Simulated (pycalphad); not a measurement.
# Phase fractions of Si-2.69Al (at.%)

Computed with pycalphad from the COST 507 light-alloy database (1999), at 1 atm. These are 1990s assessments: newer ones move some temperatures and phases. Amounts are mole fractions of atoms.

| T (°C) | LIQUID | DIAMOND_A4 | FCC_A1 |
|---|---|---|---|
| 1402 | 1.000 | - | - |
| 1352 | 0.215 | 0.785 | - |
| 1302 | 0.127 | 0.873 | - |
| 1252 | 0.094 | 0.906 | - |
| 1202 | 0.077 | 0.923 | - |
| 1152 | 0.066 | 0.934 | - |
| 1102 | 0.058 | 0.942 | - |
| 1052 | 0.053 | 0.947 | - |
| 1002 | 0.048 | 0.952 | - |
| 952 | 0.045 | 0.955 | - |
| 902 | 0.042 | 0.958 | - |
| 852 | 0.039 | 0.961 | - |
| 802 | 0.037 | 0.963 | - |
| 752 | 0.035 | 0.965 | - |
| 702 | 0.034 | 0.966 | - |
| 652 | 0.032 | 0.968 | - |
| 602 | 0.031 | 0.969 | - |
| 552 | - | 0.973 | 0.027 |
| 502 | - | 0.973 | 0.027 |
| 452 | - | 0.973 | 0.027 |
| 402 | - | 0.973 | 0.027 |
| 352 | - | 0.973 | 0.027 |
| 302 | - | 0.973 | 0.027 |
| 252 | - | 0.973 | 0.027 |

FCC_A1 is fcc; DIAMOND_A4 is diamond (Si).
